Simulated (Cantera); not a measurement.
Feed: 1 mol SiH4, 11 mol H2O, 22 mol NO, equilibrated at 1.00 bar.

These are equilibrium values from Cantera (NASA tables, ideal gas, pure condensed phases), not measurements of a reactor. Candidate condensed phases: H2O, Si, SiO2, Si2N2O, Si3N4; 35 gas species. Rates play no part. All values below are at 1125 K.

Base state: H2O 0.394, N2 0.333, O2 0.273, NO 7.87e-5 (mole fractions); condensed: SiO2(β-quartz).

Task: What changes in the equilibrium state with this change: SiH4 replaced by SiF4?

Result: 
```tsv
species	before	after
N2	0.333	0.315
O2	0.273	0.315
H2O	0.394	0.262
HF	0	0.106
SiF4	0	0.00202
NO	7.87e-5	8.22e-5
SiO2(β-quartz), mol	1.00	0.930
```

Task: What changes in the equilibrium state with this change: NO from 22 to 0.52 mol?

Result: 
```
species               before   after
-------------------  -------  ------
H2O                    0.394   0.718
H2                   1.82e-9   0.262
N2                     0.333  0.0196
O2                     0.273   <1e-9
NO                   7.87e-5   <1e-9
SiO2(β-quartz), mol     1.00    1.00
```
